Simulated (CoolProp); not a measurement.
Vapour-liquid equilibrium of n-butane (1) + cyclohexane (2) at 0.136 MPa; x and y are mole fractions of (1).

The numbers come from the multi-fluid Helmholtz-energy mixture model, Bücker 2006 and Zhou 2014; pair parameters Bell 2016 in CoolProp.

Task: Give the bubble temperature and the first vapour's composition at x = 0.35, 0.5, 0.65. Is there an azeotrope?

Result: x = 0.35: 39.2 °C, y = 0.884; x = 0.5: 27.5 °C, y = 0.946; x = 0.65: 19.5 °C, y = 0.974. No azeotrope shows between x = 0.05 and 0.95.

Pair parameters are fitted to limited data, so mixtures are less certain than the pure fluids.
